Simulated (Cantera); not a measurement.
Input (Python, Cantera) and output of one run.

```python
import numpy as np
import cantera as ct

gas_names = """
    Mg MgO MgS Mg2 O O2 O3 S SO SO2 SO3 S2 S2O S8
""".split()
cond_names = """
    Mg(cr) Mg(L) MgO(s) MgO(L) MgS(s) MgSO4(s) MgSO4(L) S(cr1) S(cr2) S(L)
""".split()


def load(file, names, dense=False):
    # The tables refer to 1 bar. Condensed volumes are neglected.
    table = {s.name: s for s in ct.Species.list_from_file(file)}
    out = []
    for n in names:
        d = dict(table[n].input_data)
        d["thermo"] = dict(d["thermo"], **{"reference-pressure": 1e5})
        if dense:
            d["equation-of-state"] = {"model": "constant-volume", "density": "1e6 g/cm^3"}
        out.append(ct.Species.from_dict(d))
    return out


gas = ct.Solution(thermo="ideal-gas", species=load("nasa_gas.yaml", gas_names))
cond = {s.name: ct.Solution(thermo="fixed-stoichiometry", species=[s], name=s.name)
        for s in load("nasa_condensed.yaml", cond_names, dense=True)}
atoms = {
    'MgSO4': {'Mg': 1, 'S': 1, 'O': 4},
    'O2': {'O': 2},
}
top_T = {'MgS(s)': 2250}  # K; cautious upper limits of use, not melting points


def equilibrate(T, P, feed):
    n = {}
    for name, mol in feed.items():
        for a, k in atoms[name].items():
            n[a] = n.get(a, 0.0) + k * mol
    gas.TPX = T, P, n
    mass = sum(n.values()) * gas.mean_molecular_weight
    gas.equilibrate("TP")
    valid = [c for c in cond.values() if c.min_temp <= T <= top_T.get(c.name, c.max_temp)]
    mix = ct.Mixture([(gas, mass / gas.mean_molecular_weight)] + [(c, 0.0) for c in valid])
    mix.T, mix.P = T, P
    mix.equilibrate("TP", solver="vcs", rtol=1e-11, max_steps=5000)
    return mix


results = []
feed = {'MgSO4': 1, 'O2': 0.07}  # mol
P = 420000  # Pa
for T in [1150, 1225, 1300, 1375, 1450, 1525, 1600, 1675, 1750, 1825, 1900]:
    mix = equilibrate(T, P, feed)
    results.append((T, P, feed, dict(zip(mix.species_names, mix.species_moles))))

top = {s: max(r[3][s] / sum(r[3][g] for g in gas_names) for r in results) for s in gas_names}
cols = sorted((s for s in top if top[s] > 0.0001), key=lambda s: -top[s])[:6]
seen = [c for c in cond_names if any(r[3].get(c, 0) > 1e-12 for r in results)]
print("log10 of partial pressures in bar; condensed amounts in mol")
print(f"{'T/K':>10s}" + "".join(f"{s[:9]:>10s}" for s in cols + seen))
for T, P, feed, n in results:
    ng = sum(n[g] for g in gas_names)
    print(f"{T:10.4g}" + "".join(f"{np.log10(max(n[s] / ng * P / 1e5, 1e-99)):10.3f}" for s in cols)
          + "".join(f"{n.get(c, 0):10.4g}" for c in seen))
```

Output:

```
log10 of partial pressures in bar; condensed amounts in mol
       T/K        O2       SO2       SO3    MgO(s)  MgSO4(s)  MgSO4(L)
      1150     0.623    -3.320    -3.415  1.44e-05         1         0
      1225     0.622    -2.293    -2.657 0.0001219    0.9999         0
      1300     0.618    -1.389    -1.993 0.0008647    0.9991         0
      1375     0.591    -0.578    -1.407  0.005636    0.9944         0
      1450     0.388     0.213    -0.906    0.0756         0    0.9244
      1525     0.174     0.416    -0.980         1         0         0
      1600     0.176     0.419    -1.128         1         0         0
      1675     0.178     0.421    -1.263         1         0         0
      1750     0.179     0.423    -1.387         1         0         0
      1825     0.180     0.424    -1.502         1         0         0
      1900     0.181     0.425    -1.607         1         0         0
```

Cantera equilibrium calculation (NASA polynomials, part measured and part estimated; ideal gas, pure solids and liquids). Mutual solubility and eutectic melting of coexisting phases are not modelled.
